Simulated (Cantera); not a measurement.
An isothermal, constant-pressure homogeneous reactor starts with CH₄ : N₂ = 1 : 20 (molar parts), at 1700 K and 1.88 Torr. Integrator tolerance rtol = 1e-08.

Detailed kinetics in Cantera: GRI-Mech 3.0 (53 species, 325 reactions). GRI-Mech 3.0 stops at C3 and has no aromatics, soot or wall deposition, so with more carbon than oxygen in the feed, carbon stays in small species such as C2H2 where larger ones or solid carbon would form. Radical loss at walls, strong at low pressure, is not modelled.

**Question.** What does this change do: pressure from 1.88 Torr to 100.0 Torr?

**Answer.** 
| quantity | before | after |
|---|---|---|
| x(CH₄) at 30.0 s | 0.000146 (gas-phase equilibrium 3.74e-7) | 4.67e-5 (gas-phase equilibrium 2.01e-5) |
| x(H) at 30.0 s | 0.000441 (gas-phase equilibrium 0.000773) | 0.000106 (gas-phase equilibrium 0.000106) |
| x(HCN) at 30.0 s | 2.50e-5 (gas-phase equilibrium 0.0365) | 1.19e-5 (gas-phase equilibrium 0.0365) |
| x(C₂H) at 30.0 s | 8.22e-7 (gas-phase equilibrium 2.85e-7) | 1.97e-7 (gas-phase equilibrium 3.89e-8) |
| x(C₂H₄) at 30.0 s | 3.42e-7 (gas-phase equilibrium 3.67e-8) | 9.95e-6 (gas-phase equilibrium 1.97e-6) |

**Question.** What does this change do: temperature 1700 to 1375 K?

**Answer.** 
| quantity | before | after |
|---|---|---|
| x(CH₄) at 30.0 s | 0.000146 (gas-phase equilibrium 3.74e-7) | 0.0456 (gas-phase equilibrium 1.30e-5) |
| x(H) at 30.0 s | 0.000441 (gas-phase equilibrium 0.000773) | 3.42e-7 (gas-phase equilibrium 1.80e-5) |
| x(HCN) at 30.0 s | 2.50e-5 (gas-phase equilibrium 0.0365) | 5.16e-11 (gas-phase equilibrium 0.0329) |
| x(C₂H) at 30.0 s | 8.22e-7 (gas-phase equilibrium 2.85e-7) | 4.25e-11 (gas-phase equilibrium 1.34e-9) |
| x(C₂H₄) at 30.0 s | 3.42e-7 (gas-phase equilibrium 3.67e-8) | 0.000564 (gas-phase equilibrium 1.18e-6) |
